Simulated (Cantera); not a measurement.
A Cantera script and its output.

```python
import numpy as np
import cantera as ct

gas = ct.Solution("gri30.yaml")


def delay(T, t_max=10):
    gas.TPX = T, 100000, {'CO': 2.7, 'H2': 1.4, 'CH4': 0.17, 'O2': 0.906, 'N2': 3.41}
    reactor = ct.IdealGasReactor(gas, clone=False)
    net = ct.ReactorNet([reactor])
    net.rtol, net.atol = 1e-8, 1e-16
    while net.time < t_max:
        t_old, T_old = net.time, reactor.T
        net.step()
        if reactor.T > T + 400:  # ignition: a rise of 400 K
            return t_old + (T + 400 - T_old) / (reactor.T - T_old) * (net.time - t_old)
    return np.nan


taus = []
for T in [1225, 1325, 1425, 1525, 1625, 1725, 1825, 1925, 2025, 2125]:
    taus.append(delay(T))
    print(f"T0 = {T:6g} K   tau = {taus[-1]:.4e} s")
```

It prints:

```
T0 =   1225 K   tau = 9.2494e-05 s
T0 =   1325 K   tau = 5.3661e-05 s
T0 =   1425 K   tau = 3.4889e-05 s
T0 =   1525 K   tau = 2.4430e-05 s
T0 =   1625 K   tau = 1.8027e-05 s
T0 =   1725 K   tau = 1.3831e-05 s
T0 =   1825 K   tau = 1.0945e-05 s
T0 =   1925 K   tau = 8.8997e-06 s
T0 =   2025 K   tau = 7.4631e-06 s
T0 =   2125 K   tau = 6.5841e-06 s
```

Cantera simulation using GRI-Mech 3.0 (53 species, 325 reactions); the numbers are that mechanism's predictions, not measurements. Where the delays flatten at high temperature, the 400 K rule measures the pace of heat release, not the induction time.
